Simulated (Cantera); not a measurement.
## Ignition delay

Mixture: 3.60 % CH4, 16.0 % O2, 60.2 % N2, 20.2 % H2O, at 1.60 bar, adiabatic and at constant volume. Ignition delay is the time to a rise of 400 K.

Model: GRI-Mech 3.0 (53 species, 325 reactions), integrated in Cantera.

```
T0 (K)  delay (ms)
------  ----------
1000           507
1100           104
1200          26.7
1300          7.70
1400          2.42
1500         0.830
1600         0.319
1700         0.140
1800        0.0706
1900        0.0413
```

apparent activation energy between 1700 and 1900 K: 160 kJ/mol
